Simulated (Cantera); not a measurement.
# Reactions in the system N-Nb-O

Cantera with NASA thermochemical tables; ideal gases at 1 bar, condensed phases pure. Values are per mole of reaction as written; species without (g) are pure solids or liquids, kept so even where they would boil at 1 bar. NbO: taken at fixed stoichiometry.

3 NbO2 + N2O(g) ⇌ 2 NO2(g) + 3 NbO

```
T (K)  ΔH° (kJ)  ΔS° (J/K)  ΔG° (kJ)  log10 K
-----  --------  ---------  --------  -------
2823     1000.4      142.8     597.2   -11.05
2873      998.6      142.2     590.1   -10.73
2923      996.8      141.6     583.0   -10.42
2973      995.1      141.0     575.9   -10.12
```

N2O(g) + Nb2O5 ⇌ 2 NbO2(g) + 2 NO(g)

```
T (K)  ΔH° (kJ)  ΔS° (J/K)  ΔG° (kJ)  log10 K
-----  --------  ---------  --------  -------
2823     1305.0      419.9     119.5    -2.21
2873     1299.3      417.9      98.5    -1.79
2923     1293.5      416.0      77.7    -1.39
2973     1287.8      414.0      57.0    -1.00
```
